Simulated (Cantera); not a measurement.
A perfectly stirred reactor is fed with CH₄ : C₂H₆ : C₃H₈ : O₂ : N₂ = 1 : 0.046 : 0.17 : 3.17 : 11.9 (molar parts), equivalence ratio 0.95, at 1.00 bar; it is adiabatic with a 325 K inlet, and is followed from long to short residence time, starting on the burning branch (τ in s: 0.023, 0.012, 0.0068, 0.0037, 0.0021, 0.0011, 0.00062, 0.00034, 0.00019, 0.0001, 5.6e-05, 3.1e-05).

Model: GRI-Mech 3.0 (53 species, 325 reactions), integrated in Cantera. GRI-Mech 3.0 was tuned for natural gas; its chemistry of propane as a main component is partial and can be far from experiment.

### Question
What does this change do: inlet temperature 325 to 600 K?

### Answer
```
quantity                                                                       before                               after
------------------------------------------------  -----------------------------------  ----------------------------------
blow-out, bracketed by the residence times tried  burning at 0.100 ms, out at 56.0 µs  burning at 56.0 µs, out at 31.0 µs
x(CH₄) at τ = 23.0 ms                                                         7.62e-6                             4.65e-6
x(C₂H₆) at τ = 23.0 ms                                                        5.54e-8                             2.90e-8
x(C₃H₈) at τ = 23.0 ms                                                        2.10e-7                             1.22e-7
x(H) at τ = 23.0 ms                                                          0.000790                             0.00119
x(O) at τ = 23.0 ms                                                          0.000739                             0.00113
x(CH₄) at τ = 0.620 ms                                                       0.000116                             7.81e-5
x(C₂H₆) at τ = 0.620 ms                                                       1.34e-6                             8.65e-7
x(C₃H₈) at τ = 0.620 ms                                                       4.01e-6                             2.65e-6
x(H) at τ = 0.620 ms                                                          0.00564                             0.00625
x(O) at τ = 0.620 ms                                                          0.00333                             0.00415
```

### Question
What does this change do: 1.2 parts CO2 added?

### Answer
| quantity | before | after |
|---|---|---|
| blow-out, bracketed by the residence times tried | burning at 0.100 ms, out at 56.0 µs | burning at 0.190 ms, out at 0.100 ms |
| x(CH₄) at τ = 23.0 ms | 7.62e-6 | 1.13e-5 |
| x(C₂H₆) at τ = 23.0 ms | 5.54e-8 | 1.01e-7 |
| x(C₃H₈) at τ = 23.0 ms | 2.10e-7 | 3.55e-7 |
| x(H) at τ = 23.0 ms | 0.000790 | 0.000554 |
| x(O) at τ = 23.0 ms | 0.000739 | 0.000540 |
| x(CH₄) at τ = 0.620 ms | 0.000116 | 0.000187 |
| x(C₂H₆) at τ = 0.620 ms | 1.34e-6 | 2.16e-6 |
| x(C₃H₈) at τ = 0.620 ms | 4.01e-6 | 6.55e-6 |
| x(H) at τ = 0.620 ms | 0.00564 | 0.00414 |
| x(O) at τ = 0.620 ms | 0.00333 | 0.00245 |

### Question
What does this change do: 0.35 parts H2 added?

### Answer
| quantity | before | after |
|---|---|---|
| blow-out, bracketed by the residence times tried | burning at 0.100 ms, out at 56.0 µs | burning at 0.100 ms, out at 56.0 µs |
| x(CH₄) at τ = 23.0 ms | 7.62e-6 | 6.93e-6 |
| x(C₂H₆) at τ = 23.0 ms | 5.54e-8 | 4.60e-8 |
| x(C₃H₈) at τ = 23.0 ms | 2.10e-7 | 1.72e-7 |
| x(H) at τ = 23.0 ms | 0.000790 | 0.00126 |
| x(O) at τ = 23.0 ms | 0.000739 | 0.000681 |
| x(CH₄) at τ = 0.620 ms | 0.000116 | 0.000101 |
| x(C₂H₆) at τ = 0.620 ms | 1.34e-6 | 1.15e-6 |
| x(C₃H₈) at τ = 0.620 ms | 4.01e-6 | 3.33e-6 |
| x(H) at τ = 0.620 ms | 0.00564 | 0.00715 |
| x(O) at τ = 0.620 ms | 0.00333 | 0.00319 |
